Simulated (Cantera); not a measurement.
A jet of 1.55 % CH4, 16.6 % O2, 81.9 % N2, equivalence ratio 0.19 at 300 K and 0.0257 atm hits a platinum plate 2.6 cm away at a mass flux of 0.038 kg/m²/s; the plate temperature is set and raised in steps from an oxygen-covered start.

Cantera simulation using Deutschmann's 1995 Pt surface mechanism with GRI-Mech 3.0 gas chemistry; the numbers are that mechanism's predictions, not measurements. Catalytic surfaces can have several steady states; this one follows from the mechanism file's or the stated starting coverage.

x: mole fraction at the wall; θ: surface coverage.

```csv
plate T (K),wall x CH4,wall x O2,wall x H2O,wall x OH,wall x CO,wall x CO2,θ free Pt,θ O*
850,0.0141,0.163,0.00264,<1e-8,4.12e-6,0.00172,0.176,0.824
900,…,0.160,…,…,…,…,…,…
950,…,0.157,…,…,…,…,…,…
1000,0.0100,0.154,0.0102,2.35e-7,7.96e-6,0.00671,0.387,0.613
1050,0.00871,0.151,0.0127,5.95e-7,9.28e-6,0.00831,0.458,0.542
```

Q: Complete the blanks.

A: 
- 900, wall x CH4: 0.0129
- 900, wall x H2O: 0.00489
- 900, wall x OH: 2.38e-8
- 900, wall x CO: 5.43e-6
- 900, wall x CO2: 0.00320
- 900, θ free Pt: 0.243
- 900, θ O*: 0.756
- 950, wall x CH4: 0.0115
- 950, wall x H2O: 0.00755
- 950, wall x OH: 8.16e-8
- 950, wall x CO: 6.70e-6
- 950, wall x CO2: 0.00494
- 950, θ free Pt: 0.315
- 950, θ O*: 0.685
